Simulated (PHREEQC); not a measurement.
Consider water at 25 °C with 0.25 mol H2SO4 and 0.0031 mol AlCl3 per kg of water. Closed to the air; pH follows from the charge balance.

Equilibrium calculation in PHREEQC: ion-association model, phreeqc.dat.

No solid was allowed to form.

Problem. Order these Al species by the share of Al that they hold, largest first: AlSO4+, Al+3, AlHSO4+2, Al(SO4)2-.

Solution. AlSO4+ (64 %), Al+3 (18 %), Al(SO4)2- (15 %), AlHSO4+2 (3.0 %)

Problem. Order these S species by the share of S that they hold, largest first: AlSO4+, SO4-2, Al(SO4)2-, HSO4-.

Solution. HSO4- (87 %), SO4-2 (12 %), AlSO4+ (0.79 %), Al(SO4)2- (0.37 %)

The pH is 0.66 and the ionic strength 0.319 mol/kgw. Species that the database lacks are ignored.
